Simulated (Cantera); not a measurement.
An adiabatic, constant-volume homogeneous reactor starts with C3H8 : O2 : N2 = 1 : 3.33 : 12.5 (molar parts), at 950 K and 1.00 bar. Integrator tolerance rtol = 1e-08.

Computed with Cantera and GRI-Mech 3.0 (53 species, 325 reactions). GRI-Mech 3.0 was tuned for natural gas; its chemistry of propane as a main component is partial and can be far from experiment. Below about 1000 K GRI-Mech 3.0 lacks low-temperature oxidation paths.

Problem. What does this change do: pressure from 1.00 bar to 5.00 bar?

Solution. 
| quantity | before | after |
|---|---|---|
| time of steepest temperature rise | 1.86 s | 0.415 s |
| temperature at 3.00 s | 2764 K | 2831 K |
| equilibrium temperature | 2764 K | 2831 K |
| x(C3H8) at 3.00 s | <1e-12 (gas-phase equilibrium <1e-12) | <1e-12 (gas-phase equilibrium <1e-12) |
| x(O2) at 3.00 s | 0.000596 (gas-phase equilibrium 0.000596) | 0.000211 (gas-phase equilibrium 0.000211) |
| x(NO) at 3.00 s | 0.00168 (gas-phase equilibrium 0.00168) | 0.00110 (gas-phase equilibrium 0.00110) |
| x(C2H2) at 3.00 s | <1e-12 (gas-phase equilibrium <1e-12) | <1e-12 (gas-phase equilibrium <1e-12) |
| x(H2O2) at 3.00 s | 7.29e-8 (gas-phase equilibrium 7.29e-8) | 1.13e-7 (gas-phase equilibrium 1.13e-7) |
| x(O) at 3.00 s | 0.000626 (gas-phase equilibrium 0.000626) | 0.000215 (gas-phase equilibrium 0.000215) |

Problem. What does this change do: 0.51 parts H2O added?

Solution. 
| quantity | before | after |
|---|---|---|
| time of steepest temperature rise | 1.86 s | 1.93 s |
| temperature at 3.00 s | 2764 K | 2721 K |
| equilibrium temperature | 2764 K | 2721 K |
| x(C3H8) at 3.00 s | <1e-12 (gas-phase equilibrium <1e-12) | <1e-12 (gas-phase equilibrium <1e-12) |
| x(O2) at 3.00 s | 0.000596 (gas-phase equilibrium 0.000596) | 0.000524 (gas-phase equilibrium 0.000524) |
| x(NO) at 3.00 s | 0.00168 (gas-phase equilibrium 0.00168) | 0.00146 (gas-phase equilibrium 0.00146) |
| x(C2H2) at 3.00 s | <1e-12 (gas-phase equilibrium <1e-12) | <1e-12 (gas-phase equilibrium <1e-12) |
| x(H2O2) at 3.00 s | 7.29e-8 (gas-phase equilibrium 7.29e-8) | 7.14e-8 (gas-phase equilibrium 7.14e-8) |
| x(O) at 3.00 s | 0.000626 (gas-phase equilibrium 0.000626) | 0.000497 (gas-phase equilibrium 0.000497) |

Problem. What does this change do: N2 12.5 to 8.7 parts?

Solution. 
| quantity | before | after |
|---|---|---|
| time of steepest temperature rise | 1.86 s | 1.43 s |
| temperature at 3.00 s | 2764 K | 2958 K |
| equilibrium temperature | 2764 K | 2958 K |
| x(C3H8) at 3.00 s | <1e-12 (gas-phase equilibrium <1e-12) | <1e-12 (gas-phase equilibrium <1e-12) |
| x(O2) at 3.00 s | 0.000596 (gas-phase equilibrium 0.000596) | 0.00198 (gas-phase equilibrium 0.00198) |
| x(NO) at 3.00 s | 0.00168 (gas-phase equilibrium 0.00168) | 0.00366 (gas-phase equilibrium 0.00366) |
| x(C2H2) at 3.00 s | <1e-12 (gas-phase equilibrium <1e-12) | <1e-12 (gas-phase equilibrium <1e-12) |
| x(H2O2) at 3.00 s | 7.29e-8 (gas-phase equilibrium 7.29e-8) | 2.28e-7 (gas-phase equilibrium 2.28e-7) |
| x(O) at 3.00 s | 0.000626 (gas-phase equilibrium 0.000626) | 0.00224 (gas-phase equilibrium 0.00224) |
